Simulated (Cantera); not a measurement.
A diamond (100) surface in a fixed gas of H2 with x(CH4) = 0.01, x(H) = 0.00021, x(CH3) = 5.5e-05, 10.5 Torr; coverages are run to steady state.

Model: the Harris–Goodwin 1993 mechanism for the reconstructed diamond (100) surface, integrated in Cantera.

θ: site fractions in the mechanism's names (c6HH fully hydrogenated, c6H* and c6*H radical sites, c6** diradical, c6HM methylated).

```json
[
 {"T (K)": "925", "growth (µm/h)": "?", "θ c6HH": "0.581", "θ c6H*": "0.0103", "θ c6*H": "0.266", "θ c6**": "0.00370", "θ c6HM": "0.109"},
 {"T (K)": "1000", "growth (µm/h)": "?", "θ c6HH": "0.591", "θ c6H*": "0.0169", "θ c6*H": "0.347", "θ c6**": "0.00633", "θ c6HM": "0.0282"},
 {"T (K)": "1075", "growth (µm/h)": "?", "θ c6HH": "0.567", "θ c6H*": "0.0234", "θ c6*H": "0.394", "θ c6**": "0.00855", "θ c6HM": "0.00427"},
 {"T (K)": "1150", "growth (µm/h)": "?", "θ c6HH": "0.546", "θ c6H*": "0.0291", "θ c6*H": "0.413", "θ c6**": "0.00981", "θ c6HM": "0.000633"},
 {"T (K)": "1225", "growth (µm/h)": "?", "θ c6HH": "0.543", "θ c6H*": "0.0338", "θ c6*H": "0.412", "θ c6**": "0.0101", "θ c6HM": "0.000102"},
 {"T (K)": "1300", "growth (µm/h)": "?", "θ c6HH": "0.556", "θ c6H*": "0.0372", "θ c6*H": "0.397", "θ c6**": "0.00970", "θ c6HM": "1.83e-5"},
 {"T (K)": "1375", "growth (µm/h)": "?", "θ c6HH": "0.578", "θ c6H*": "0.0393", "θ c6*H": "0.374", "θ c6**": "0.00884", "θ c6HM": "3.96e-6"}
]
```

Question: What belongs in the gaps?

Answer: 
- 925, growth (µm/h): 0.154
- 1000, growth (µm/h): 0.0846
- 1075, growth (µm/h): 0.0324
- 1150, growth (µm/h): 0.0208
- 1225, growth (µm/h): 0.0164
- 1300, growth (µm/h): 0.00707
- 1375, growth (µm/h): 0.00174
